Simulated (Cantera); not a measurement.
An isothermal, constant-pressure homogeneous reactor starts with C2H6 : N2 = 1 : 61 (molar parts), at 1225 K and 0.240 bar.

Cantera simulation using GRI-Mech 3.0 (53 species, 325 reactions); the numbers are that mechanism's predictions, not measurements. GRI-Mech 3.0 stops at C3 and has no aromatics, soot or wall deposition, so with more carbon than oxygen in the feed, carbon stays in small species such as C2H2 where larger ones or solid carbon would form.

Question: Predict: x(C2H6) at 200 s; x(H) at 200 s; x(C2H2) at 200 s; x(CH3) at 200 s; x(HCN) at 200 s.

Answer: 
```
Property                                            Value
----------------  ---------------------------------------
x(C2H6) at 200 s  4.22e-7 (gas-phase equilibrium 1.51e-7)
x(H) at 200 s     1.40e-7 (gas-phase equilibrium 1.07e-7)
x(C2H2) at 200 s   0.0138 (gas-phase equilibrium 0.00362)
x(CH3) at 200 s   2.15e-7 (gas-phase equilibrium 1.60e-7)
x(HCN) at 200 s    2.06e-9 (gas-phase equilibrium 0.0215)
```
